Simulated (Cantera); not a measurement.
**Si2H6 + O3 + N2 (silicon oxide and oxynitride deposition)**

Feed: 1 mol Si2H6, a varied amount of O3, 7.5 mol N2, held at 698 K and 10.0 Torr.

Cantera equilibrium calculation (NASA polynomials, part measured and part estimated; ideal gas, pure solids and liquids). Candidate condensed phases: H2O, Si, SiO2, Si2N2O, Si3N4; 35 gas species. The feed counts by its element totals alone. N2 is the only nitrogen source here; it is nearly inert below about 1500 K, so the nitride shown seldom forms there in practice. Equilibrium is a limit: real reactors are often held back by kinetics, nucleation or transport.

From 0.42 mol O3 to 1.3 mol O3 the condensed part is SiO2(α-quartz) + Si2N2O(s). From 1.5 mol O3 to 1.7 mol O3 the condensed part is SiO2(α-quartz).

```csv
n(O3) (mol),x N2,x H2,x H2O,x NH3,n SiO2(α-quartz),n Si2N2O(s)
0.42,0.687,0.313,1.01e-6,1.86e-5,0.173,0.913
0.61,0.693,0.307,9.90e-7,1.81e-5,0.553,0.723
0.79,0.699,0.301,9.75e-7,1.77e-5,0.913,0.543
0.97,0.704,0.296,9.60e-7,1.73e-5,1.27,0.363
1.2,0.711,0.289,9.41e-7,1.68e-5,1.73,0.133
1.3,0.713,0.287,9.34e-7,1.66e-5,1.93,0.0333
1.5,0.714,0.238,0.0476,1.26e-5,2.00,0
1.7,0.714,0.181,0.105,8.34e-6,2.00,0
```
x: gas mole fraction; n: condensed amount in mol.
